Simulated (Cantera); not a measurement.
Charge: 1 mol SiHCl3, 0.35 mol HCl, 1000 mol H2, at 1850 K.

Cantera equilibrium calculation (NASA polynomials, part measured and part estimated; ideal gas, pure solids and liquids). Candidate condensed phases: Si; 19 gas species. Gases not in the tables: Si2H6 and higher silanes. Kinetics and transport are ignored.

Problem. What share of the Si ends up in condensed phases as a function of P (Pa), at 100, 270, 720, 1900, 5200, 14000, 37000, 100000?

Solution. 
```
P (Pa)  Si condensed (%)     as
------  ----------------  -----
100                  0.0      -
270                  0.0      -
720                  0.0      -
1900                52.3  Si(l)
5200                76.6  Si(l)
14000               85.9  Si(l)
37000               89.5  Si(l)
100000              91.0  Si(l)
```
